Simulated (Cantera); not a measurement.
**Ignition delay**

Mixture: 23.4 % H₂, 16.0 % O₂, 60.4 % N₂, 0.185 % NO, at 13.8 atm, adiabatic and at constant pressure. Ignition delay is the time to a rise of 400 K.

Model: GRI-Mech 3.0 (53 species, 325 reactions), integrated in Cantera. The hydrogen kinetics of GRI-Mech 3.0 are dated; newer H2 mechanisms differ, most at raised pressure. The pressure lies above the range GRI-Mech 3.0 was tuned for (to about 10 atm). The mechanism lacks 2 NO + O2 → 2 NO2 and HONO, so NO2 and the effect of NO are under-described below about 1400 K.

```json
[
 {"T0 (K)": "975", "delay (ms)": "0.441"},
 {"T0 (K)": "1025", "delay (ms)": "0.216"},
 {"T0 (K)": "1075", "delay (ms)": "0.108"},
 {"T0 (K)": "1125", "delay (ms)": "0.0532"},
 {"T0 (K)": "1175", "delay (ms)": "0.0254"},
 {"T0 (K)": "1225", "delay (ms)": "0.0120"},
 {"T0 (K)": "1275", "delay (ms)": "0.00608"}
]
```

- apparent activation energy between 1175 and 1275 K: 180 kJ/mol
